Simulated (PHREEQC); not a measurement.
Solution (14 °C): 10 mmol/kgw NaH2PO4, 1.4 mmol/kgw NaOH and 0.00022 mmol/kgw H4SiO4. Closed to the air; pH follows from the charge balance.

The numbers come from PHREEQC with the ion-association model, wateq4f.dat.

Precipitation was switched off in this run.

What pH, ionic strength does the model give?

pH 6.30; ionic strength 0.0128 mol/kgw.

In which forms is P present?

H2PO4- 86 %, HPO4-2 14 % of the P.

H3PO4, which wateq4f.dat lacks, is added to it with the constant of phreeqc.dat. At this temperature some constants are extrapolated from 25 °C, and those without enthalpy data are left unchanged.
